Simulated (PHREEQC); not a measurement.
A solution holds 0.77 mol/kgw MgCl2 and 0.088 mol/kgw BaCl2, at 25 °C. It is in equilibrium with CO2 at log p = -3.5 (atm). Otherwise closed; pH follows from the charge balance.

Computed with PHREEQC (Pitzer model, pitzer.dat).

This is a speciation only: nothing precipitates in the calculation.

Question: What pH, density, activity of water does the model give?

Answer: pH 5.37; density 1.070 g/cm³; activity of water 0.952.

Question: In which forms is C present?

Answer: CO2 74 %, HCO3- 26 % of the C.

In brines, pH and single-ion activities rest on the MacInnes convention.
